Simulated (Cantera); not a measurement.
Carbon deposition, reforming and gasification: C6H6 + H2

A closed system holds: 1 mol C6H6, a varied amount of H2, at 2502 °C and 23.0 Pa.

Cantera equilibrium calculation (NASA polynomials, part measured and part estimated; ideal gas, pure solids and liquids). Candidate condensed phases: C, C6H6, C7H8, C8H18; 76 gas species. The numbers say what is thermodynamically allowed, not how fast it happens.

| n(H2) (mol) | x H | x C3 | x H2 | x C | n C(graphite) |
|---|---|---|---|---|---|
| 1.1 | 0.834 | 0.101 | 0.0286 | 0.0217 | 2.74 |
| 1.6 | 0.834 | 0.101 | 0.0286 | 0.0217 | 2.34 |
| 2.4 | 0.834 | 0.101 | 0.0286 | 0.0217 | 1.71 |
| 3.5 | 0.834 | 0.101 | 0.0286 | 0.0217 | 0.831 |
| 5.1 | 0.841 | 0.0942 | 0.0290 | 0.0213 | 0 |
| 7.4 | 0.864 | 0.0741 | 0.0306 | 0.0196 | 0 |
| 11 | 0.885 | 0.0552 | 0.0321 | 0.0178 | 0 |
| 16 | 0.902 | 0.0403 | 0.0334 | 0.0160 | 0 |
x: gas mole fraction; n: condensed amount in mol.

From 1.1 mol H2 to 3.5 mol H2 the condensed part is C(graphite). From 5.1 mol H2 to 16 mol H2 nothing is condensed. The main C-bearing gas is C3 throughout.
